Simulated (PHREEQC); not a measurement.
A made-up water analysis in mg/kgw, 35 °C, pH 7.18, pe 8.6:

```tsv
constituent	mg/kgw
Na	69.9
K	10.6
Ca	14.1
Mg	12.8
Cl	57.9
S(6) as SO4	60.9
Alkalinity as HCO3	135
Si as SiO2	2.99
```

Valence states are taken as typed.

Model: ion-association model, phreeqc.dat, run in PHREEQC.

```
Item                           Result
--------------------  ---------------
ionic strength        0.00631 mol/kgw
specific conductance        657 µS/cm
charge-balance error           -0.5 %
```

| species | molality | activity | log γ |
|---|---|---|---|
| Na+ | 0.00303 | 0.00279 | -0.037 |
| HCO3- | 0.00218 | 0.00201 | -0.036 |
| Cl- | 0.00163 | 0.00150 | -0.038 |
| SO4-2 | 0.000567 | 0.000405 | -0.146 |
| Mg+2 | 0.000475 | 0.000342 | -0.143 |
| Ca+2 | 0.000326 | 0.000233 | -0.145 |
| CO2 | 0.000271 | 0.000271 | 0.001 |

This is a speciation only: nothing precipitates in the calculation.
